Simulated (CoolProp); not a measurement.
The fluid at 298.15 K and 0.0231 MPa is throttled through a valve to 0.00713 MPa with no heat exchange. The same conditions are run with several fluids, on thermodynamics alone (safety and materials aside).

Computed with CoolProp (reference Helmholtz-energy equation of state of each fluid (R113: Marx 1992; neopentane: Lemmon 2006; propyne: Polt 1992; methane: Setzmann 1991; R141b: Lemmon 2006)). The equations of Platzer and Polt are older, rougher fits.

```csv
fluid,temperature change (K),final density (kg/m³)
R113,?,0.542
neopentane,-0.4,?
propyne,-0.4,0.115
methane,?,?
R141b,?,?
```

Problem. Fill in the missing entries.

Solution. 
- R113, temperature change (K): -0.6
- neopentane, final density (kg/m³): 0.208
- methane, temperature change (K): -0.1
- methane, final density (kg/m³): 0.0462
- R141b, temperature change (K): -0.7
- R141b, final density (kg/m³): 0.338
